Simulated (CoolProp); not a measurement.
The fluid at 293.15 K and 7.07 MPa is compressed adiabatically to 22.6 MPa with isentropic efficiency 0.75. The same conditions are run with several fluids, on thermodynamics alone (safety and materials aside).

Values from CoolProp's reference Helmholtz-energy equation of state of each fluid (oxygen: Schmidt 1985; nitrogen: Span 2000; CF4 (R14): Platzer 1990; methane: Setzmann 1991; carbon monoxide: Lemmon 2006). The equations of Platzer and Polt are older, rougher fits.

```csv
fluid,work (kJ/kg),final temperature (K),final density (kg/m³)
oxygen,140,[?],[?]
nitrogen,168,448.0,[?]
CF4 (R14),38.2,362.5,688
methane,250,409.0,107
carbon monoxide,167,447.2,154
```

Problem. Fill in the missing entries.

Solution. 
- oxygen, final temperature (K): 443.4
- oxygen, final density (kg/m³): 187
- nitrogen, final density (kg/m³): 153

Above 300 K oxygen's equation is extrapolated.
